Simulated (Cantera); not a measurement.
What does this Cantera script print?

```python
import numpy as np
import cantera as ct

surf = ct.Interface("diamond.yaml", "diamond_100")
gas, bulk = surf.adjacent["gas"], surf.adjacent["diamond"]
k = surf.kinetics_species_index(bulk.species_names[0])
cover = ["c6HH", "c6H*", "c6*H", "c6**", "c6HM", "c6B"]

rows, drift = [], 0.0
print(f"{'T':>10s}{'um/h':>11s}" + "".join(f"{s:>11s}" for s in cover))
for v in [925, 975, 1025, 1075, 1125, 1175, 1225, 1275, 1325, 1375]:
    T, P, xH, xCH3 = v, 5300, 0.028, 0.0002
    gas.TPX = T, P, {"H": xH, "CH3": xCH3, "CH4": 0.0075, "H2": 1 - xH - xCH3 - 0.0075}
    surf.TP = bulk.TP = T, P
    surf.coverages = "c6H*:0.1, c6HH:0.9"
    surf.advance_coverages(100.0)
    before = surf.coverages
    surf.advance_coverages(100.0)
    drift = max(drift, np.max(np.abs(surf.coverages - before) / (surf.coverages + 1e-9)))
    rate = surf.net_production_rates[k] * bulk.mean_molecular_weight / bulk.density * 3.6e9
    rows.append([rate, *surf[cover].coverages])
    print(f"{v:10.4g}{rate:11.4e}" + "".join(f"{x:11.3e}" for x in rows[-1][1:]))
```

It prints:

```
         T       um/h       c6HH       c6H*       c6*H       c6**       c6HM        c6B
       925 3.8320e+00  6.630e-01  1.243e-02  3.123e-01  5.466e-03  5.363e-03  1.040e-08
       975 4.9732e+00  6.162e-01  1.638e-02  3.536e-01  8.154e-03  4.307e-03  1.350e-08
      1025 6.2085e+00  5.714e-01  2.080e-02  3.913e-01  1.164e-02  3.477e-03  1.685e-08
      1075 7.4233e+00  5.292e-01  2.561e-02  4.251e-01  1.599e-02  2.792e-03  2.014e-08
      1125 8.3567e+00  4.900e-01  3.071e-02  4.547e-01  2.127e-02  2.177e-03  2.268e-08
      1175 8.5642e+00  4.538e-01  3.602e-02  4.801e-01  2.748e-02  1.578e-03  2.324e-08
      1225 7.7143e+00  4.207e-01  4.144e-02  5.014e-01  3.462e-02  1.008e-03  2.093e-08
      1275 6.1751e+00  3.905e-01  4.688e-02  5.189e-01  4.265e-02  5.525e-04  1.676e-08
      1325 4.7957e+00  3.630e-01  5.226e-02  5.327e-01  5.149e-02  2.676e-04  1.301e-08
      1375 4.0196e+00  3.379e-01  5.753e-02  5.431e-01  6.107e-02  1.210e-04  1.091e-08
```

Cantera simulation using the Harris–Goodwin 1993 mechanism for the reconstructed diamond (100) surface; the numbers are that mechanism's predictions, not measurements.
